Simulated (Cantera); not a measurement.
# Low-pressure radical oxidation in H2/O2

An isothermal, constant-pressure homogeneous reactor starts with 0.685 % H2, 99.3 % O2, at 925 K and 0.0200 bar.

Cantera simulation using GRI-Mech 3.0 (53 species, 325 reactions); the numbers are that mechanism's predictions, not measurements. Radical loss at walls, strong at low pressure, is not modelled. Below about 950 K walls govern HO2 and H2O2 in real vessels.

```json
[
 {"t (s)": "8.00e-5", "x H2": "0.00685", "x O2": "0.993", "x H2O2": "<1e-12", "x H2O": "<1e-12", "x OH": "<1e-12"},
 {"t (s)": "0.000248", "x H2": "0.00685", "x O2": "0.993", "x H2O2": "<1e-12", "x H2O": "<1e-12", "x OH": "1.23e-12"},
 {"t (s)": "0.000767", "x H2": "0.00685", "x O2": "0.993", "x H2O2": "<1e-12", "x H2O": "3.48e-12", "x OH": "6.04e-12"},
 {"t (s)": "0.00237", "x H2": "0.00685", "x O2": "0.993", "x H2O2": "<1e-12", "x H2O": "5.58e-11", "x OH": "3.52e-11"},
 {"t (s)": "0.00734", "x H2": "0.00685", "x O2": "0.993", "x H2O2": "<1e-12", "x H2O": "3.34e-9", "x OH": "1.34e-9"},
 {"t (s)": "0.0227", "x H2": "0.00666", "x O2": "0.993", "x H2O2": "5.58e-9", "x H2O": "0.000152", "x OH": "5.61e-5"},
 {"t (s)": "0.0704", "x H2": "7.46e-5", "x O2": "0.992", "x H2O2": "3.76e-8", "x H2O": "0.00673", "x OH": "0.000100"},
 {"t (s)": "0.218", "x H2": "5.19e-6", "x O2": "0.993", "x H2O2": "1.54e-8", "x H2O": "0.00686", "x OH": "2.81e-5"},
 {"t (s)": "0.674", "x H2": "6.02e-7", "x O2": "0.993", "x H2O2": "9.78e-9", "x H2O": "0.00687", "x OH": "1.03e-5"},
 {"t (s)": "2.09", "x H2": "7.14e-8", "x O2": "0.993", "x H2O2": "4.71e-9", "x H2O": "0.00687", "x OH": "3.86e-6"},
 {"t (s)": "6.46", "x H2": "7.12e-9", "x O2": "0.993", "x H2O2": "1.64e-9", "x H2O": "0.00688", "x OH": "1.56e-6"},
 {"t (s)": "20.0", "x H2": "6.44e-10", "x O2": "0.993", "x H2O2": "4.90e-10", "x H2O": "0.00688", "x OH": "7.00e-7"}
]
```
x: mole fraction; the columns are a selection and need not sum to one.

Equilibrium at this temperature and pressure: H2 <1e-12, O2 0.993, H2O2 <1e-12, H2O 0.00688, OH 2.43e-8 (gas phase only).
